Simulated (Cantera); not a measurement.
Charge: 1 mol Fe2O3, 1.3 mol HCl, 16 mol H2, at 1423.15 K and 0.00133 bar.

Equilibrium computed with Cantera from the NASA thermochemical tables; the gas is ideal and each condensed phase is pure. Candidate condensed phases: Fe, FeCl2, FeCl3, FeO, Fe(OH)2, Fe(OH)3, Fe2O3, Fe3O4, H2O; 22 gas species. Rates play no part.

Base state: H2 0.755, H2O 0.173, HCl 0.0673, FeCl2 0.00389, H 0.000158, Fe 2.01e-5, Cl 1.16e-5 (mole fractions); condensed: Fe(γ).

Problem. What changes in the equilibrium state with this change: Fe2O3 replaced by SiO2?

Solution. 
```csv
species,before,after
H2,0.755,0.924
HCl,0.0673,0.0751
H2O,0.173,0.000337
SiO,0,0.000337
FeCl2,0.00389,0
Fe,2.01e-5,0
H,0.000158,0.000175
Cl,1.16e-5,1.17e-5
"Fe(γ), mol",1.93,0
"SiO2(β-quartz), mol",0,0.994
```
The tables hold silica as quartz up to 1696 K and as liquid above; real silica turns to tridymite and cristobalite and melts near 1996 K. Further candidate phases: Si, SiO2.
